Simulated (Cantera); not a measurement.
A jet of H₂ : O₂ : N₂ = 0.016 : 0.09 : 0.79 (molar parts), equivalence ratio 0.089 at 300 K and 15000 Pa hits a platinum plate 5.2 cm away at a mass flux of 0.05 kg/m²/s; the plate temperature is set and raised in steps from an oxygen-covered start.

Computed with Cantera and Deutschmann's 1995 Pt surface mechanism with GRI-Mech 3.0 gas chemistry. Catalytic surfaces can have several steady states; this one follows from the mechanism file's or the stated starting coverage.

One state of this run: wall x H₂ = 0.00159; wall x O₂ = 0.0831; wall x H₂O = 0.0313; wall x OH = <1e-8; θ free Pt = 0.0341; θ O* = 0.962; θ OH* = 0.00354. x: mole fraction at the wall; θ: surface coverage.

Which value of plate T (K) does it belong to?
A. 900
B. 700
C. 650
D. 750

C, 650
